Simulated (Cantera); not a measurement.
Charge: 1 mol Si3N4, 31 mol Cl2, 44 mol N2, held at 2025 K and 72.0 Pa.

Equilibrium computed with Cantera from the NASA thermochemical tables; the gas is ideal and each condensed phase is pure. Candidate condensed phases: Si, Si3N4; 13 gas species. The tables' values for SiCl3, SiCl are old estimates; treat these amounts as uncertain. Equilibrium is a limit: real reactors are often held back by kinetics, nucleation or transport.

Base state: Cl 0.532, N2 0.439, SiCl2 0.0269, SiCl3 0.00152, Cl2 0.000310, SiCl4 9.51e-5, SiCl 6.64e-5 (mole fractions); condensed: gas only.

Q: What changes in the equilibrium state with this change: pressure from 72.0 Pa to 0.910 bar?

A: 
| species | before | after |
|---|---|---|
| N2 | 0.439 | 0.525 |
| Cl | 0.532 | 0.309 |
| Cl2 | 0.000310 | 0.132 |
| SiCl2 | 0.0269 | 1.77e-5 |
| SiCl4 | 9.51e-5 | 0.0335 |
| SiCl | 6.64e-5 | <1e-9 |
| SiCl3 | 0.00152 | 0.000732 |
The tables' values for SiCl3 are old estimates; treat these amounts as uncertain.

Q: What changes in the equilibrium state with this change: temperature from 2025 K to 948 K?

A: 
| species | before | after |
|---|---|---|
| N2 | 0.439 | 0.620 |
| Cl2 | 0.000310 | 0.335 |
| SiCl4 | 9.51e-5 | 0.0405 |
| Cl | 0.532 | 0.00369 |
| SiCl2 | 0.0269 | <1e-9 |
| SiCl3 | 0.00152 | <1e-9 |
| SiCl | 6.64e-5 | <1e-9 |
